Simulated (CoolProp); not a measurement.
Vapour-liquid equilibrium of R114 (1) + benzene (2) at 311.8 K; x and y are mole fractions of (1).

The numbers come from the multi-fluid Helmholtz-energy mixture model, Platzer 1990 and Thol 2012; pair parameters Bell 2016 in CoolProp. This equation is an older, rougher fit; its heat capacities, sound speeds and derivatives of the liquid may be far off and weren't checked against measurements.

```
x     bubble pressure, mixture model (bar)  bubble pressure, Raoult's law (bar)  y, mixture model  y, Raoult's law
----  ------------------------------------  -----------------------------------  ----------------  ---------------
0.05                                0.6760                               0.3819             0.669            0.426
0.2                                  1.513                               0.8354             0.864            0.779
0.35                                 1.950                                1.289             0.903            0.884
0.5                                  2.236                                1.742             0.924            0.934
0.65                                 2.491                                2.196             0.941            0.963
0.8                                  2.774                                2.649             0.961            0.983
0.95                                 3.120                                3.103             0.989            0.996
```

The largest gap from Raoult's law is +81.1 % in bubble pressure, at x = 0.2. No azeotrope shows between x = 0.05 and 0.95.

The pair parameters rest on a limited set of measurements; away from them the model extrapolates. With so large a gap from Raoult's law the liquid may split in two, which this calculation doesn't test in full.
